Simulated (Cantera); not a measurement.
Cantera run, input and output.

```python
import numpy as np
import cantera as ct

gas = ct.Solution("gri30.yaml")
gas.TPX = 625, 101325, {'CH4': 1, 'C2H6': 0.23, 'O2': 6.52, 'N2': 24.5}
inlet = ct.Reservoir(gas, clone=True)
gas.equilibrate("HP")  # start burning
reactor = ct.IdealGasConstPressureReactor(gas, energy="on", clone=False)
exhaust = ct.Reservoir(gas, clone=True)
tau = [0.064, 0.033, 0.017, 0.0087, 0.0045, 0.0023, 0.0012, 0.00061, 0.00031, 0.00016, 8.2e-05, 4.2e-05][0]
for a, b in ((inlet, reactor), (reactor, exhaust)):
    ct.MassFlowController(a, b, mdot=lambda t: reactor.mass / tau)
net = ct.ReactorNet([reactor])
show = ['CH4', 'C2H6', 'O2', 'O', 'CH2']

rows = []
print(f"{'tau/s':>10s}{'T/K':>9s}" + "".join(f"{s:>11s}" for s in show))
for tau in [0.064, 0.033, 0.017, 0.0087, 0.0045, 0.0023, 0.0012, 0.00061, 0.00031, 0.00016, 8.2e-05, 4.2e-05]:
    net.initial_time = 0.0
    net.advance(30 * tau)
    before = gas.X
    net.advance(40 * tau)
    drift = np.max(np.abs(gas.X - before) / (gas.X + 1e-9))
    rows.append([gas.T, *gas[show].X, drift])
    print(f"{tau:10.3e}{gas.T:9.1f}" + "".join(f"{x:11.3e}" for x in gas[show].X))
```

Output:

```
     tau/s      T/K        CH4       C2H6         O2          O        CH2
 6.400e-02   1609.3  1.482e-05  8.970e-07  1.147e-01  1.436e-04  2.309e-08
 3.300e-02   1606.0  2.263e-05  1.373e-06  1.148e-01  2.170e-04  4.093e-08
 1.700e-02   1601.0  3.470e-05  2.099e-06  1.149e-01  3.249e-04  7.163e-08
 8.700e-03   1593.5  5.385e-05  3.234e-06  1.151e-01  4.808e-04  1.243e-07
 4.500e-03   1582.5  8.426e-05  5.005e-06  1.154e-01  6.899e-04  2.110e-07
 2.300e-03   1565.6  1.369e-04  8.015e-06  1.160e-01  9.580e-04  3.572e-07
 1.200e-03   1540.7  2.315e-04  1.334e-05  1.172e-01  1.234e-03  5.925e-07
 6.100e-04   1498.6  4.562e-04  2.589e-05  1.196e-01  1.384e-03  1.026e-06
 3.100e-04    625.0  3.101e-02  7.132e-03  2.022e-01  4.145e-24 -7.881e-34
 1.600e-04    625.0  3.101e-02  7.132e-03  2.022e-01  2.002e-24  4.460e-38
 8.200e-05    625.0  3.101e-02  7.132e-03  2.022e-01  9.338e-25  1.592e-37
 4.200e-05    625.0  3.101e-02  7.132e-03  2.022e-01  4.034e-25  1.007e-37
```

Computed with Cantera and GRI-Mech 3.0 (53 species, 325 reactions).
